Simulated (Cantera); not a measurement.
Input (Python, Cantera):

```python
import numpy as np
import cantera as ct

gas = ct.Solution("gri30.yaml")
gas.TPX = 1150, 29000, {'CH4': 1, 'C2H6': 0.033, 'O2': 2.27, 'N2': 14}
reactor = ct.IdealGasReactor(gas, energy="on", clone=False)
net = ct.ReactorNet([reactor])
net.rtol, net.atol = 1e-08, 1e-16
show = ['CH4', 'C2H6', 'O2', 'C2H2', 'NO']
times = np.geomspace(2e-06, 0.7, 13)

steps = ct.SolutionArray(gas, extra=["t"])
rows = []
print(f"{'t/s':>10s}{'T/K':>9s}{'P/Pa':>11s}" + "".join(f"{s:>11s}" for s in show))
for t in times:
    while net.time < t:
        t_next = net.step()
        steps.append(gas.state, t=t_next)
    rows.append([np.interp(t, steps.t, y) for y in (steps.T, steps.P, *steps(*show).X.T)])
    print(f"{t:10.3e}{rows[-1][0]:9.1f}{rows[-1][1]:11.4g}" + "".join(f"{x:11.3e}" for x in rows[-1][2:]))
rate = np.gradient(steps.T, steps.t)
print("integrator steps:", len(steps.t))
if steps.T.max() > steps.T[0] + 200:
    print(f"time of steepest temperature rise: {steps.t[rate.argmax()]:.4e} s")
gas.TPX = 1150, 29000, {'CH4': 1, 'C2H6': 0.033, 'O2': 2.27, 'N2': 14}
gas.equilibrate("UV")
print(f"equilibrium (UV): T = {gas.T:.1f} K  " + "  ".join(f"{s} {gas[s].X[0]:.3e}" for s in show))
```

Result:

```
       t/s      T/K       P/Pa        CH4       C2H6         O2       C2H2         NO
 2.000e-06   1150.0    2.9e+04  5.779e-02  1.907e-03  1.312e-01  5.397e-23  7.489e-26
 5.795e-06   1150.0    2.9e+04  5.779e-02  1.907e-03  1.312e-01  1.409e-21  1.534e-24
 1.679e-05   1150.0    2.9e+04  5.779e-02  1.907e-03  1.312e-01  4.630e-20  2.587e-23
 4.865e-05   1150.0    2.9e+04  5.779e-02  1.907e-03  1.312e-01  1.605e-18  2.856e-22
 1.409e-04   1150.0    2.9e+04  5.779e-02  1.907e-03  1.312e-01  5.079e-17  2.608e-21
 4.084e-04   1150.0    2.9e+04  5.779e-02  1.907e-03  1.312e-01  1.459e-15  2.278e-20
 1.183e-03   1150.0    2.9e+04  5.779e-02  1.907e-03  1.312e-01  4.197e-14  1.987e-19
 3.428e-03   1150.0    2.9e+04  5.779e-02  1.906e-03  1.312e-01  1.469e-12  1.924e-18
 9.933e-03   1150.0    2.9e+04  5.778e-02  1.902e-03  1.312e-01  8.406e-11  2.730e-17
 2.878e-02   1150.6  2.902e+04  5.769e-02  1.888e-03  1.311e-01  4.088e-09  3.294e-16
 8.338e-02   1154.9  2.913e+04  5.706e-02  1.844e-03  1.306e-01  1.188e-07  4.234e-15
 2.416e-01   2477.5  6.352e+04  3.855e-17  8.889e-33  1.428e-02  1.099e-20  5.789e-03
 7.000e-01   2477.5  6.352e+04  3.856e-17  8.891e-33  1.427e-02  1.099e-20  5.798e-03
integrator steps: 2279
time of steepest temperature rise: 1.4476e-01 s
equilibrium (UV): T = 2477.5 K  CH4 5.158e-17  C2H6 1.413e-32  O2 1.427e-02  C2H2 1.194e-20  NO 5.798e-03
```

Model: GRI-Mech 3.0 (53 species, 325 reactions), integrated in Cantera.
